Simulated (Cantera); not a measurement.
# Premixed flame

A freely propagating, adiabatic, planar premixed flame of 13.9 % CH₄, 23.2 % O₂, 62.5 % N₂, 0.347 % CO₂, unburnt at 650 K and 1.10 bar; mixture-averaged transport, grid criteria slope 0.08 and curve 0.16, no radiation.

Computed with Cantera and GRI-Mech 3.0 (53 species, 325 reactions). Burning velocities carry a grid error of a few per cent, more on coarse grids.

| z (mm) | T (K) | u (m/s) | x CH₄ | x O₂ | x CH₂ | x H₂ | x NO | x NO₂ |
|---|---|---|---|---|---|---|---|---|
| -0.678 | 650 | 2.08 | 0.139 | 0.232 | <1e-8 | 0.00156 | <1e-8 | <1e-8 |
| -0.452 | 652 | 2.09 | 0.138 | 0.231 | <1e-8 | 0.00509 | <1e-8 | <1e-8 |
| -0.339 | 660 | 2.13 | 0.137 | 0.229 | <1e-8 | 0.00975 | 3.85e-8 | <1e-8 |
| -0.226 | 723 | 2.36 | 0.130 | 0.223 | <1e-8 | 0.0197 | 3.97e-7 | 4.37e-8 |
| -0.113 | 1173 | 3.93 | 0.0925 | 0.182 | 1.40e-6 | 0.0376 | 4.71e-6 | 5.67e-8 |
| -0.0565 | 1632 | 5.56 | 0.0504 | 0.130 | 3.64e-5 | 0.0468 | 1.20e-5 | 3.50e-8 |
| 0 | 2045 | 7.08 | 0.0138 | 0.0711 | 0.000174 | 0.0496 | 2.60e-5 | 1.26e-8 |
| 0.0565 | 2246 | 7.81 | 0.00171 | 0.0345 | 0.000111 | 0.0445 | 4.71e-5 | <1e-8 |
| 0.113 | 2302 | 8.00 | 0.000125 | 0.0191 | 1.64e-5 | 0.0397 | 6.61e-5 | <1e-8 |
| 0.226 | 2335 | 8.07 | 4.90e-7 | 0.0113 | 9.14e-8 | 0.0377 | 8.50e-5 | <1e-8 |
| 0.452 | 2373 | 8.17 | <1e-8 | 0.00915 | <1e-8 | 0.0378 | 0.000101 | <1e-8 |
| 0.904 | 2423 | 8.31 | <1e-8 | 0.00770 | <1e-8 | 0.0368 | 0.000126 | 1.12e-8 |
| 1.81 | 2483 | 8.48 | <1e-8 | 0.00600 | <1e-8 | 0.0353 | 0.000174 | 1.68e-8 |
x: mole fraction of selected species; z is measured from the peak of heat release.

The laminar burning velocity is 208 cm/s and the thermal thickness is 0.226 mm. The peak x(CH₂) is 0.000186 and the peak x(H₂) comes out as 0.0499. The grid points comes out as 147.
